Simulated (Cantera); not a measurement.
A perfectly stirred reactor is fed with NO : N₂ = 1 : 0.14 (molar parts), at 1280 Torr; it is held at 1600 K, and followed from long to short residence time.

Cantera simulation using GRI-Mech 3.0 (53 species, 325 reactions); the numbers are that mechanism's predictions, not measurements.

Q: What does this change do: temperature 1600 to 1575 K?

A: 
```json
[
 {"quantity": "x(NO) at τ = 16.0 s", "before": "0.478", "after": "0.523"},
 {"quantity": "x(N₂O) at τ = 16.0 s", "before": "8.45e-5", "after": "9.94e-5"},
 {"quantity": "x(NO₂) at τ = 16.0 s", "before": "0.00244", "after": "0.00269"},
 {"quantity": "x(O₂) at τ = 16.0 s", "before": "0.197", "after": "0.175"},
 {"quantity": "x(N₂) at τ = 16.0 s", "before": "0.322", "after": "0.299"},
 {"quantity": "x(NO) at τ = 0.180 s", "before": "0.863", "after": "0.866"},
 {"quantity": "x(N₂O) at τ = 0.180 s", "before": "0.000270", "after": "0.000264"},
 {"quantity": "x(NO₂) at τ = 0.180 s", "before": "0.00105", "after": "0.00102"},
 {"quantity": "x(O₂) at τ = 0.180 s", "before": "0.00638", "after": "0.00468"},
 {"quantity": "x(N₂) at τ = 0.180 s", "before": "0.130", "after": "0.128"}
]
```
